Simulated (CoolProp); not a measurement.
The numbers come from the reference Helmholtz-energy equation of state, Thol 2015 in CoolProp.

Problem. For octamethylcyclotetrasiloxane (D4), give the phase and the density (kg/m³) at 551.6 K and 940 kPa; 602.9 K and 940 kPa; 620 K and 940 kPa.

Solution. 
- 551.6 K and 940 kPa: liquid; density 582
- 602.9 K and 940 kPa: gas; density 75.7
- 620 K and 940 kPa: gas; density 70.0
